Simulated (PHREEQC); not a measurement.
Solution A (1.4 mmol/kgw NaOH) is mixed with solution B (0.0089 mol KOH, 0.15 mol KNO3 and 0.00055 mol KH2PO4 per kg of water) at 25 °C; shares are by mass of water, 1 kg in all. Oxygen is held at 0.21 atm. The system is closed to CO2. Precipitation was switched off in this run.

Equilibrium calculation in PHREEQC: ion-association model, wateq4f.dat.

### Question
Predict pH, PO4-3 (mol/kgw) at share of solution B = 0.2, 0.9.

### Answer
| share of solution B | pH | PO4-3 (mol/kgw) |
|---|---|---|
| 0.2 | 11.37 | 2.06e-5 |
| 0.9 | 11.74 | 0.000233 |

H3PO4, which wateq4f.dat lacks, is added to it with the constant of phreeqc.dat.
